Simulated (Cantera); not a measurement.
Hydrocarbon pyrolysis for carbon deposition

A perfectly stirred reactor is fed with C₂H₆ : N₂ = 1 : 100 (molar parts), at 2.10 Torr; it is held at 1325 K, and followed from long to short residence time.

Model: GRI-Mech 3.0 (53 species, 325 reactions), integrated in Cantera. GRI-Mech 3.0 stops at C3 and has no aromatics, soot or wall deposition, so with more carbon than oxygen in the feed, carbon stays in small species such as C2H2 where larger ones or solid carbon would form. Radical loss at walls, strong at low pressure, is not modelled.

```csv
τ (s),x C₂H₆,x C₂H,x CH₄,x H₂,x HCN,x CH₃
2.4,0.000526,1.21e-8,0.00252,0.0124,4.58e-7,0.000229
0.95,0.00120,1.03e-8,0.00238,0.00994,3.13e-7,0.000341
0.38,0.00262,6.70e-9,0.00178,0.00710,2.03e-7,0.000487
0.15,0.00509,2.74e-9,0.000902,0.00410,1.16e-7,0.000596
0.059,0.00778,6.02e-10,0.000276,0.00161,5.14e-8,0.000515
0.024,0.00927,6.18e-11,5.85e-5,0.000407,1.36e-8,0.000296
0.0094,0.00977,<1e-12,9.77e-6,5.35e-5,7.71e-10,0.000131
```
x: mole fraction; the columns are a selection and need not sum to one.
